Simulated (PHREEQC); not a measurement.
A solution holds 0.0004 mol Ca(HCO3)2, 0.016 mol Na2SO4 and 0.0012 mol MgSO4 per kg of water, at 25 °C. Closed to the air; pH follows from the charge balance.

All values are PHREEQC results (ion-association model, phreeqc.dat), not measurements.

Precipitation was switched off in this run.

Problem. What pH, specific conductance does the model give?

Solution. pH 8.06; specific conductance 3350 µS/cm.

Problem. In which forms is Ca present?

Solution. Ca+2 62 %, CaSO4 37 % of the Ca.
